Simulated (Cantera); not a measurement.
Thermodynamics of silicon oxide and oxynitride deposition, feed SiF4 + N2O + N2

Charge: 1 mol SiF4, 19 mol N2O, 17 mol N2, equilibrated at 6.00 mbar.

Method: chemical equilibrium by Gibbs-energy minimisation in Cantera with the NASA 1993 tables (ideal gas, pure condensed phases). Candidate condensed phases: Si, SiO2, Si2N2O, Si3N4; 28 gas species. The tables' values for SiF3 are old estimates; treat these amounts as uncertain. The tables hold silica as quartz up to 1696 K and as liquid above; real silica turns to tridymite and cristobalite and melts near 1996 K. Rates play no part.

From 1148 K to 1598 K nothing is condensed. At 1673 K the condensed part is SiO2(β-quartz). At 1748 K the condensed part is SiO2(condensed). The main Si-bearing gas is SiF4 throughout.

| T (K) | log p N2 | log p O2 | log p SiF4 | log p NO | log p O | log p F | n SiO2(β-quartz) | n SiO2(condensed) |
|---|---|---|---|---|---|---|---|---|
| 1148 | -2.33 | -2.91 | -3.89 | -6.12 | -9.56 | -10.64 | 0 | 0 |
| 1223 | -2.33 | -2.91 | -3.89 | -5.87 | -8.85 | -9.91 | 0 | 0 |
| 1298 | -2.33 | -2.91 | -3.89 | -5.64 | -8.22 | -9.26 | 0 | 0 |
| 1373 | -2.33 | -2.91 | -3.89 | -5.44 | -7.67 | -8.69 | 0 | 0 |
| 1448 | -2.33 | -2.91 | -3.89 | -5.26 | -7.17 | -8.17 | 0 | 0 |
| 1523 | -2.33 | -2.91 | -3.89 | -5.10 | -6.71 | -7.71 | 0 | 0 |
| 1598 | -2.33 | -2.91 | -3.89 | -4.95 | -6.31 | -7.29 | 0 | 0 |
| 1673 | -2.33 | -2.91 | -3.89 | -4.82 | -5.93 | -6.90 | 0.000192 | 0 |
| 1748 | -2.33 | -2.92 | -3.89 | -4.69 | -5.59 | -6.55 | 0 | 0.000390 |
log p: log10 of the partial pressure in bar; n: condensed amount in mol.
